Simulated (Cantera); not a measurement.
Charge: 1 mol C, a varied amount of CO₂, equilibrated at 2452 °C and 1.50 bar.

Method: chemical equilibrium by Gibbs-energy minimisation in Cantera with the NASA 1993 tables (ideal gas, pure condensed phases). Candidate condensed phases: C; 12 gas species. Rates play no part.

### Question
At 1.7 mol CO₂, list the 4 most abundant gas species with their mole fractions, and the condensed phases.

### Answer
CO 0.742, CO₂ 0.256, O 0.00101, O₂ 0.000954. Condensed: gas only.
